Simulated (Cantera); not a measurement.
**Hydrocarbon pyrolysis for carbon deposition**

An isothermal, constant-pressure homogeneous reactor starts with 40.0 % CH₄, 60.0 % H₂, at 1450 K and 0.00180 bar.

Detailed kinetics in Cantera: GRI-Mech 3.0 (53 species, 325 reactions). GRI-Mech 3.0 stops at C3 and has no aromatics, soot or wall deposition, so with more carbon than oxygen in the feed, carbon stays in small species such as C2H2 where larger ones or solid carbon would form. Radical loss at walls, strong at low pressure, is not modelled.

```json
[
 {"t (s)": "2.00e-5", "x CH₄": "0.400", "x H₂": "0.600", "x C₂H₄": "<1e-12", "x C₂H₂": "<1e-12", "x CH₂": "<1e-12", "x C₂H": "<1e-12", "x H": "3.50e-9"},
 {"t (s)": "4.92e-5", "x CH₄": "0.400", "x H₂": "0.600", "x C₂H₄": "<1e-12", "x C₂H₂": "<1e-12", "x CH₂": "<1e-12", "x C₂H": "<1e-12", "x H": "7.45e-9"},
 {"t (s)": "0.000121", "x CH₄": "0.400", "x H₂": "0.600", "x C₂H₄": "<1e-12", "x C₂H₂": "<1e-12", "x CH₂": "<1e-12", "x C₂H": "<1e-12", "x H": "1.35e-8"},
 {"t (s)": "0.000298", "x CH₄": "0.400", "x H₂": "0.600", "x C₂H₄": "<1e-12", "x C₂H₂": "<1e-12", "x CH₂": "<1e-12", "x C₂H": "<1e-12", "x H": "2.07e-8"},
 {"t (s)": "0.000734", "x CH₄": "0.400", "x H₂": "0.600", "x C₂H₄": "<1e-12", "x C₂H₂": "<1e-12", "x CH₂": "<1e-12", "x C₂H": "<1e-12", "x H": "3.28e-8"},
 {"t (s)": "0.00181", "x CH₄": "0.400", "x H₂": "0.600", "x C₂H₄": "<1e-12", "x C₂H₂": "<1e-12", "x CH₂": "<1e-12", "x C₂H": "<1e-12", "x H": "6.19e-8"},
 {"t (s)": "0.00445", "x CH₄": "0.400", "x H₂": "0.600", "x C₂H₄": "1.45e-11", "x C₂H₂": "<1e-12", "x CH₂": "<1e-12", "x C₂H": "<1e-12", "x H": "1.33e-7"},
 {"t (s)": "0.0110", "x CH₄": "0.400", "x H₂": "0.600", "x C₂H₄": "2.48e-10", "x C₂H₂": "<1e-12", "x CH₂": "1.44e-12", "x C₂H": "<1e-12", "x H": "3.10e-7"},
 {"t (s)": "0.0270", "x CH₄": "0.400", "x H₂": "0.600", "x C₂H₄": "3.92e-9", "x C₂H₂": "3.76e-12", "x CH₂": "9.01e-12", "x C₂H": "<1e-12", "x H": "7.43e-7"},
 {"t (s)": "0.0664", "x CH₄": "0.400", "x H₂": "0.600", "x C₂H₄": "5.97e-8", "x C₂H₂": "1.53e-10", "x CH₂": "5.51e-11", "x C₂H": "<1e-12", "x H": "1.81e-6"},
 {"t (s)": "0.163", "x CH₄": "0.400", "x H₂": "0.600", "x C₂H₄": "8.93e-7", "x C₂H₂": "6.63e-9", "x CH₂": "3.30e-10", "x C₂H": "<1e-12", "x H": "4.42e-6"},
 {"t (s)": "0.402", "x CH₄": "0.400", "x H₂": "0.600", "x C₂H₄": "1.31e-5", "x C₂H₂": "3.27e-7", "x CH₂": "1.92e-9", "x C₂H": "<1e-12", "x H": "1.08e-5"},
 {"t (s)": "0.990", "x CH₄": "0.399", "x H₂": "0.600", "x C₂H₄": "0.000182", "x C₂H₂": "1.88e-5", "x CH₂": "1.07e-8", "x C₂H": "1.12e-12", "x H": "2.61e-5"},
 {"t (s)": "2.44", "x CH₄": "0.393", "x H₂": "0.604", "x C₂H₄": "0.00161", "x C₂H₂": "0.000866", "x CH₂": "3.82e-8", "x C₂H": "1.03e-10", "x H": "5.24e-5"},
 {"t (s)": "6.00", "x CH₄": "0.366", "x H₂": "0.621", "x C₂H₄": "0.00301", "x C₂H₂": "0.00913", "x CH₂": "4.47e-8", "x C₂H": "1.22e-9", "x H": "6.08e-5"}
]
```
x: mole fraction; the columns are a selection and need not sum to one.

Equilibrium at this temperature and pressure: CH₄ 0.000797, H₂ 0.856, C₂H₄ 0.000104, C₂H₂ 0.142, CH₂ 7.31e-10, C₂H 4.72e-8, H 0.000208 (gas phase only).
